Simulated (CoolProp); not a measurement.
Saturation properties of hydrogen chloride.

Model: reference Helmholtz-energy equation of state, Thol 2018, in CoolProp.

```csv
T (°C),p (kPa),enthalpy of vaporisation (kJ/kg),liquid cp (kJ/(kg K))
-81.15,125.3,439.6,1.662
-77.65,151.0,435.8,1.665
-74.25,179.7,431.9,1.668
-70.85,212.5,428.0,1.672
-67.45,249.7,423.9,1.677
-64.05,291.9,419.8,1.682
-60.65,339.3,415.5,1.688
-57.25,392.4,411.1,1.695
-53.85,451.7,406.6,1.703
-50.35,519.5,401.8,1.711
-46.95,592.6,397.1,1.721
```

It boils at -85.0 °C under 1 atm.
